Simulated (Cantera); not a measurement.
Mixture: CH4 : H2 : O2 : N2 = 1 : 1 : 1.32 : 4.95 (molar parts), at 92000 Pa, adiabatic and at constant volume. Ignition delay is the time to a rise of 400 K.

Computed with Cantera and GRI-Mech 3.0 (53 species, 325 reactions).

Task: Predict: delay at 1075 K; delay at 1175 K; delay at 1275 K; delay at 1375 K; delay at 1475 K; apparent activation energy between 1425 and 1525 K.

Result: 
- delay at 1075 K = 4.16 ms
- delay at 1175 K = 1.64 ms
- delay at 1275 K = 0.722 ms
- delay at 1375 K = 0.351 ms
- delay at 1475 K = 0.187 ms
- apparent activation energy between 1425 and 1525 K = 110 kJ/mol
